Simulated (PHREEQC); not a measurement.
1 kg of water holding 0.42 mol/kgw Na2SO4, 0.012 mol/kgw NaCl, 0.047 mol/kgw KCl and 0.53 mol/kgw Na2CO3 is evaporated at 25 °C; the solids stay in contact with the brine. The system is closed to CO2. The run lets Arcanite, Burkeite, Glaserite, Halite, Kalicinite, Mirabilite, Misenite, Nahcolite, Natron, Sylvite, Thenardite, Trona precipitate or redissolve, and no other solid.

The series has 15 steps of water left (kg), from 1 to 0.02308.

Model: Pitzer model, pitzer.dat, run in PHREEQC.

Q: Which solids form, in which order, and at which step of the series does each first stand?

A: Burkeite from water left = 0.2083 kg (pH 11.95); Natron from water left = 0.1303 kg (pH 12.00); Glaserite from water left = 0.03717 kg (pH 12.04).
